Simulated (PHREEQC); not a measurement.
Dissolve 0.14 mol HF and 6.1e-05 mol NiCl2 per kg of water at 83 °C. Closed to the air; pH follows from the charge balance.

Equilibrium calculation in PHREEQC: ion-association model, wateq4f.dat.

Each row changes one thing in this solution. No solid was allowed to form.

```json
[
 {"case": "as made", "pH": "2.20", "ionic strength (mol/kgw)": "0.00710", "HF (mol/kgw)": "0.123", "F- (mol/kgw)": "0.00454", "H2F2 (mol/kgw)": "0.00395", "HF2- (mol/kgw)": "0.00237"},
 {"case": "diluted 2-fold with water", "pH": "2.39", "ionic strength (mol/kgw)": "0.00452", "HF (mol/kgw)": "___", "F- (mol/kgw)": "0.00350", "H2F2 (mol/kgw)": "0.00103", "HF2- (mol/kgw)": "0.000930"},
 {"case": "HF from 0.14 to 0.28 mol/kgw", "pH": "2.00", "ionic strength (mol/kgw)": "0.0114", "HF (mol/kgw)": "0.234", "F- (mol/kgw)": "0.00560", "H2F2 (mol/kgw)": "0.0144", "HF2- (mol/kgw)": "0.00559"},
 {"case": "0.0024 mol/kgw Li2SO4 added", "pH": "2.25", "ionic strength (mol/kgw)": "0.0122", "HF (mol/kgw)": "0.122", "F- (mol/kgw)": "0.00516", "H2F2 (mol/kgw)": "___", "HF2- (mol/kgw)": "0.00268"},
 {"case": "temperature from 83 to 40 °C", "pH": "2.07", "ionic strength (mol/kgw)": "0.00945", "HF (mol/kgw)": "0.0988", "F- (mol/kgw)": "0.00655", "H2F2 (mol/kgw)": "0.0146", "HF2- (mol/kgw)": "0.00272"},
 {"case": "NiCl2 from 6.1e-05 to 9.15e-05 mol/kgw", "pH": "2.20", "ionic strength (mol/kgw)": "0.00719", "HF (mol/kgw)": "0.123", "F- (mol/kgw)": "0.00455", "H2F2 (mol/kgw)": "0.00395", "HF2- (mol/kgw)": "0.00237"},
 {"case": "NiCl2 left out", "pH": "2.20", "ionic strength (mol/kgw)": "0.00691", "HF (mol/kgw)": "0.123", "F- (mol/kgw)": "0.00454", "H2F2 (mol/kgw)": "0.00395", "HF2- (mol/kgw)": "0.00237"},
 {"case": "HF replaced by KF at the same molality", "pH": "___", "ionic strength (mol/kgw)": "0.140", "HF (mol/kgw)": "1.12e-5", "F- (mol/kgw)": "0.140", "H2F2 (mol/kgw)": "3.38e-11", "HF2- (mol/kgw)": "6.87e-6"}
]
```

### Question
Complete the blanks.

### Answer

- diluted 2-fold with water, HF (mol/kgw): 0.0626
- 0.0024 mol/kgw Li2SO4 added, H2F2 (mol/kgw): 0.00389
- HF replaced by KF at the same molality, pH: 7.61

wateq4f.dat counts part of the HF as a dimer, H2F2, which phreeqc.dat doesn't know; its constant is uncertain. At this temperature some constants are extrapolated from 25 °C, and those without enthalpy data are left unchanged.
